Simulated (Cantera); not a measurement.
# Boron, boron nitride and boron oxide: B2H6 + O2 + N2

Charge: 1 mol B2H6, 2.9 mol O2, 31 mol N2, equilibrated at 0.0340 bar.

Equilibrium computed with Cantera from the NASA thermochemical tables; the gas is ideal and each condensed phase is pure. Candidate condensed phases: B, BN, B2O3, B3O3H3, H2O; 39 gas species. The feed counts by its element totals alone. Gases not in the tables: H3BO3. The numbers say what is thermodynamically allowed, not how fast it happens.

From 1200 K to 1500 K the condensed part is B2O3(l). From 1600 K to 2000 K nothing is condensed.

```csv
T (K),x N2,x H2O,x HBO2,x H2,x B2O3,n B2O3(l)
1200,0.911,0.0816,0.00129,0.00588,2.71e-7,0.976
1300,0.910,0.0798,0.00471,0.00587,5.48e-6,0.918
1400,0.905,0.0748,0.0139,0.00584,7.07e-5,0.759
1500,0.896,0.0642,0.0333,0.00578,0.000638,0.401
1600,0.886,0.0538,0.0523,0.00571,0.00242,0
1700,0.886,0.0543,0.0513,0.00572,0.00291,0
1800,0.886,0.0547,0.0502,0.00576,0.00339,0
1900,0.885,0.0549,0.0490,0.00596,0.00388,0
2000,0.884,0.0546,0.0477,0.00653,0.00435,0
```
x: gas mole fraction; n: condensed amount in mol.
